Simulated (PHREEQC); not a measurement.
A solution holds 0.011 mol/kgw Cu(BF4)2, 0.002 mol/kgw HCl and 0.0028 mol/kgw H3BO3, at 25 °C. Closed to the air; pH follows from the charge balance.

Equilibrium calculation in PHREEQC: ion-association model, phreeqc.dat.

No solid was allowed to form.

Estimate the pH.

pH 2.61.

In which forms is F present?

BF4- 87 %, BF3OH- 5.8 %, HF 4.7 %, F- 1.5 %, BF2(OH)2- 1.3 % of the F.

Real BF4- forms and hydrolyses slowly; the run takes it at equilibrium.
